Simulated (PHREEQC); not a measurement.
A solution holds 0.22 mol/kgw ZnSO4, 0.00099 mol/kgw Na2SO4 and 3.7e-05 mol/kgw NiCl2, at 76 °C. Closed to the air; pH follows from the charge balance.

Model: ion-association model, wateq4f.dat, run in PHREEQC.

No solid was allowed to form.

Estimate the pH, ionic strength.

pH 4.97; ionic strength 0.392 mol/kgw.

In which forms is S present?

ZnSO4 41 %, SO4-2 30 %, Zn(SO4)2-2 28 % of the S.

Complexes and solids missing from the database can't appear. Constants without temperature data keep their 25 °C values here.
